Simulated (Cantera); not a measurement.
**Adiabatic ignition**

An adiabatic, constant-pressure homogeneous reactor starts with C3H8 : O2 : N2 = 1 : 5.1 : 19.2 (molar parts), equivalence ratio 0.98, at 1775 K and 101000 Pa.

Model: GRI-Mech 3.0 (53 species, 325 reactions), integrated in Cantera. GRI-Mech 3.0 was tuned for natural gas; its chemistry of propane as a main component is partial and can be far from experiment.

```csv
t (s),T (K),x C3H8,x O2,x OH,x CH2,x C2H6,x O,x CH2O
5.00e-6,1734,0.0224,0.191,0.000396,2.11e-5,0.000913,6.64e-5,0.00264
1.99e-5,2530,<1e-12,0.0408,0.0246,1.24e-10,<1e-12,0.0198,4.38e-10
7.92e-5,2675,<1e-12,0.0342,0.0257,<1e-12,<1e-12,0.0173,3.10e-10
0.000315,2839,<1e-12,0.0302,0.0245,<1e-12,<1e-12,0.0120,3.74e-10
0.00126,2846,<1e-12,0.0272,0.0233,<1e-12,<1e-12,0.0107,3.94e-10
0.00500,2843,<1e-12,0.0263,0.0230,<1e-12,<1e-12,0.0104,3.98e-10
0.0199,2843,<1e-12,0.0263,0.0230,<1e-12,<1e-12,0.0104,3.98e-10
0.0792,2843,<1e-12,0.0263,0.0230,<1e-12,<1e-12,0.0104,3.98e-10
0.315,2843,<1e-12,0.0263,0.0230,<1e-12,<1e-12,0.0104,3.98e-10
1.26,2843,<1e-12,0.0263,0.0230,<1e-12,<1e-12,0.0104,3.98e-10
5.00,2843,<1e-12,0.0263,0.0230,<1e-12,<1e-12,0.0104,3.98e-10
```
x: mole fraction; the columns are a selection and need not sum to one.

The time of steepest temperature rise comes out as 14.4 µs and the temperature at 5.00 s is 2843 K. The equilibrium temperature comes out as 2843 K and the x(C3H8) at 5.00 s comes out as <1e-12 (gas-phase equilibrium <1e-12). The x(O2) at 5.00 s comes out as 0.0263 (gas-phase equilibrium 0.0263). The x(OH) at 5.00 s is 0.0230 (gas-phase equilibrium 0.0230).
